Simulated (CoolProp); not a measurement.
Vapour-liquid equilibrium of C3F8 (R218) (1) + R134a (2) at 1.37 MPa; x and y are mole fractions of (1).

Computed with CoolProp (multi-fluid Helmholtz-energy mixture model, Lemmon 2006 and Tillner-Roth 1994; pair parameters Bell 2016).

| x | bubble temperature, mixture model (K) | bubble temperature, Raoult's law (K) | y, mixture model | y, Raoult's law |
|---|---|---|---|---|
| 0.05 | 321.3 | 324.3 | 0.104 | 0.061 |
| 0.125 | 317.4 | 323.6 | 0.224 | 0.149 |
| 0.2 | 314.7 | 322.9 | 0.314 | 0.235 |
| 0.275 | 312.8 | 322.3 | 0.383 | 0.318 |
| 0.35 | 311.4 | 321.6 | 0.441 | 0.399 |
| 0.425 | 310.4 | 321.0 | 0.492 | 0.477 |
| 0.5 | 309.8 | 320.3 | 0.540 | 0.552 |
| 0.575 | 309.5 | 319.7 | 0.588 | 0.626 |
| 0.65 | 309.5 | 319.0 | 0.638 | 0.697 |
| 0.725 | 309.9 | 318.4 | 0.693 | 0.766 |
| 0.8 | 310.7 | 317.8 | 0.756 | 0.832 |
| 0.875 | 312.0 | 317.1 | 0.831 | 0.897 |
| 0.95 | 314.1 | 316.5 | 0.924 | 0.959 |

The largest gap from Raoult's law is -10.6 K in bubble temperature, at x = 0.425. y crosses x between x = 0.575 and 0.65: the model has an azeotrope there.

Pair parameters are fitted to limited data, so mixtures are less certain than the pure fluids.
